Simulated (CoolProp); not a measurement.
Vapour-liquid equilibrium of n-pentane (1) + the fluoroketone C6F12O (FK-5-1-12) (2) at 25.15 °C; x and y are mole fractions of (1).

Values from CoolProp's multi-fluid Helmholtz-energy mixture model, Thol 2019 and McLinden 2015; pair parameters Bell 2016.

```tsv
x	bubble pressure, mixture model (kPa)	bubble pressure, Raoult's law (kPa)	y, mixture model	y, Raoult's law
0.05	50.67	42.06	0.231	0.082
0.2	74.49	46.28	0.541	0.297
0.35	85.86	50.49	0.640	0.477
0.5	88.90	54.70	0.670	0.628
0.65	89.18	58.91	0.676	0.758
0.8	88.68	63.12	0.693	0.871
0.95	79.36	67.33	0.833	0.970
```

The largest gap from Raoult's law is +70.1 % in bubble pressure, at x = 0.35. y crosses x between x = 0.65 and 0.8: the model has an azeotrope there.

The pair parameters rest on a limited set of measurements; away from them the model extrapolates. With so large a gap from Raoult's law the liquid may split in two, which this calculation doesn't test in full.
